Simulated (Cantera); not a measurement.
Input: 1 mol SiCl₄, 15 mol NH₃, 42 mol N₂, held at 725 K and 0.0405 Torr.

These are equilibrium values from Cantera (NASA tables, ideal gas, pure condensed phases), not measurements of a reactor. Candidate condensed phases: NH₄Cl, Si, Si₃N₄; 28 gas species. Rates play no part.

Base state: N₂ 0.666, H₂ 0.280, HCl 0.0545 (mole fractions); condensed: Si₃N₄(s).

Problem. What changes in the equilibrium state with this change: SiCl₄ replaced by SiF₄?

Solution. 
```csv
species,before,after
N₂,0.666,0.678
H₂,0.280,0.308
SiF₄,0,0.0137
HCl,0.0545,0
HF,0,2.47e-5
"Si₃N₄(s), mol",0.333,0.000146
```
